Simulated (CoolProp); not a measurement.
A simple Rankine cycle with water: condensing at 322.15 K, boiler at 0.976 MPa, turbine inlet 602 K, turbine efficiency 0.6, pump efficiency 0.8, no recuperator. Each further row changes one setting.

Values from CoolProp's reference Helmholtz-energy equation of state, Wagner 2002.

```
case                             thermal efficiency (%)  net work (kJ/kg)  heat in (kJ/kg)  turbine exit temperature (K)  volume ratio over the turbine
-------------------------------  ----------------------  ----------------  ---------------  ----------------------------  -----------------------------
as stated                                          16.4               478             2910                    (withheld)                           48.5
turbine inlet 622 K                                16.6        (withheld)             2950                         361.6                           49.0
condensing temperature 314.15 K                    17.3               509             2940                    (withheld)                           69.6
boiler pressure 0.683 MPa                          15.4               449             2910                         364.5                           35.6
turbine efficiency 0.5                             13.7        (withheld)             2910                         387.5                           54.5
```

**Question.** Complete the blanks.

**Answer.** 
- as stated, turbine exit temperature (K): 345.7
- turbine inlet 622 K, net work (kJ/kg): 490
- condensing temperature 314.15 K, turbine exit temperature (K): 328.6
- turbine efficiency 0.5, net work (kJ/kg): 398
